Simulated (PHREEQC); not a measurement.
1 kg of water holding 0.39 mol Na2SO4 and 0.038 mol Na2B4O7 is evaporated at 25 °C; the solids stay in contact with the brine. CO2 from the air is kept out. Only these solids could form: Mirabilite, Thenardite, Borax, Boric_acid,s, NaBO2:4H2O, NaB5O8:5H2O.

The series has 14 steps of water left (kg), from 1 to 0.007514.

All values are PHREEQC results (Pitzer model, pitzer.dat), not measurements.

### Question
Which solids form, in which order, and at which step of the series does each first stand?

### Answer
Borax from water left = 0.4568 kg (pH 8.97); Mirabilite from water left = 0.1537 kg (pH 8.83).
